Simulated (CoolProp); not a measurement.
Aqueous sodium chloride as a coolant, 11 % by mass, freezing at -7.3 °C, 1 atm.

Model: Melinder's fits for secondary coolants, in CoolProp.

```csv
T (°C),conductivity (W/(m K)),cp (kJ/(kg K)),Prandtl number,viscosity (mPa s)
-6.2,0.545,3.637,17.3,2.59
1.2,0.557,3.653,13.4,2.04
8.5,0.569,3.667,10.6,1.64
15.8,0.581,3.680,8.56,1.35
23.2,0.593,3.691,7.05,1.13
30.5,0.604,3.699,5.95,0.972
```
